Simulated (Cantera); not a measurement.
Input: 1 mol Al, 4.6 mol NH₃, 2.9 mol H₂, equilibrated at 0.0133 bar.

These are equilibrium values from Cantera (NASA tables, ideal gas, pure condensed phases), not measurements of a reactor. Candidate condensed phases: Al, AlN; 13 gas species. Rates play no part. All values below are at 900 K.

Base state: H₂ 0.845, N₂ 0.155 (mole fractions); condensed: AlN(s).

Task: What changes in the equilibrium state with this change: 0.75 mol Cl₂ added?

Result: 
```
species      before   after
-----------  ------  ------
H₂            0.845   0.755
N₂            0.155   0.153
HCl               0  0.0763
AlCl₃             0  0.0150
AlN(s), mol    1.00   0.814
```
Further candidate phases: AlCl₃, NH₄Cl.
